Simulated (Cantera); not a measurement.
An isothermal, constant-pressure homogeneous reactor starts with NH₃ : N₂ = 1 : 0.17 (molar parts), at 1948 K and 0.0316 atm.

Computed with Cantera and the gas-phase N/H chemistry of the illustrative SiF4/NH3 mechanism in the Surface Chemkin manual (1991). Walls and surfaces, which speed up NH3 decomposition in real reactors, are not modelled.

x: mole fraction; the columns are a selection and need not sum to one.

| t (s) | x NH₃ | x H | x NH₂ | x H₂ | x NH |
|---|---|---|---|---|---|
| 0.000300 | 0.855 | 2.91e-7 | 9.66e-5 | 4.85e-5 | 6.13e-8 |
| 0.000705 | 0.854 | 3.16e-7 | 0.000226 | 0.000117 | 4.14e-7 |
| 0.00166 | 0.854 | 4.78e-7 | 0.000518 | 0.000320 | 1.92e-6 |
| 0.00389 | 0.852 | 1.33e-6 | 0.00102 | 0.00124 | 5.45e-6 |
| 0.00915 | 0.847 | 3.80e-6 | 0.00127 | 0.00511 | 7.88e-6 |
| 0.0215 | 0.835 | 8.96e-6 | 0.00124 | 0.0151 | 8.83e-6 |
| 0.0505 | 0.807 | 2.03e-5 | 0.00117 | 0.0379 | 1.02e-5 |
| 0.119 | 0.745 | 4.46e-5 | 0.00105 | 0.0878 | 1.18e-5 |
| 0.279 | 0.624 | 9.52e-5 | 0.000900 | 0.186 | 1.28e-5 |
| 0.656 | 0.428 | 0.000194 | 0.000684 | 0.344 | 1.23e-5 |
| 1.54 | … | … | … | … | … |
| 3.62 | 0.0548 | 0.000681 | 0.000165 | 0.646 | 6.22e-6 |
| 8.51 | … | … | … | 0.687 | … |
| 20.0 | 2.02e-5 | 0.00525 | 4.42e-7 | 0.687 | 1.24e-7 |

Problem. What belongs in the gaps?

Solution. 
- 1.54, x NH₃: 0.207
- 1.54, x H: 0.000367
- 1.54, x NH₂: 0.000413
- 1.54, x H₂: 0.523
- 1.54, x NH: 9.98e-6
- 8.51, x NH₃: 0.00349
- 8.51, x H: 0.00185
- 8.51, x NH₂: 2.68e-5
- 8.51, x NH: 2.63e-6
